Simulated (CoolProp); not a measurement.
Cyclohexane along the isobar 12.9 MPa: Z from the reference equation and from simpler models built on Tc = 280.5 °C, pc = 4.081 MPa, ω = 0.209; each cubic takes its own stable root.

Values from CoolProp's reference Helmholtz-energy equation of state, Zhou 2014.

| T (°C) | phase | reference |
|---|---|---|
| 114.55 | liquid | 0.4784 |
| 131.15 | liquid | 0.4692 |
| 147.75 | liquid | 0.4613 |
| 164.35 | liquid | 0.4549 |
| 180.85 | liquid | 0.4497 |
| 197.45 | liquid | 0.4460 |
| 214.05 | liquid | 0.4436 |
| 230.65 | liquid | 0.4428 |
| 247.25 | liquid | 0.4437 |
| 263.85 | liquid | 0.4464 |
| 280.45 | liquid | 0.4513 |
| 297.05 | supercritical | 0.4586 |
| 313.65 | supercritical | 0.4690 |
| 330.25 | supercritical | 0.4829 |
| 346.85 | supercritical | 0.5010 |

How far does each simpler model (Redlich-Kwong, Soave-Redlich-Kwong, Peng-Robinson) lie from the reference over these 15 states: mean and median of the absolute difference, and the worst?


- Redlich-Kwong: mean 8.3 %, median 8.3 %, worst +9.0 % at 280.45 °C and 12.9 MPa
- Soave-Redlich-Kwong: mean 7.7 %, median 7.1 %, worst +11.6 % at 346.85 °C and 12.9 MPa
- Peng-Robinson: mean 4.0 %, median 4.5 %, worst -6.3 % at 131.15 °C and 12.9 MPa
